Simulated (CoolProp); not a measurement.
Values from CoolProp's reference Helmholtz-energy equation of state, Guder 2009.

Question: Give the vapour pressure (bar), vapour density (kg/m³), surface tension (mN/m) of saturated sulfur hexafluoride at 237.9, 246.6, 264 K.

Answer: 
```
T (K)  p (bar)  vapour density (kg/m³)  surface tension (mN/m)
-----  -------  ----------------------  ----------------------
237.9     4.08                    33.6                    9.38
246.6     5.55                    45.4                    8.11
264       9.64                    79.4                    5.70
```

Surface tension comes from a separate correlation (Mulero 2012).
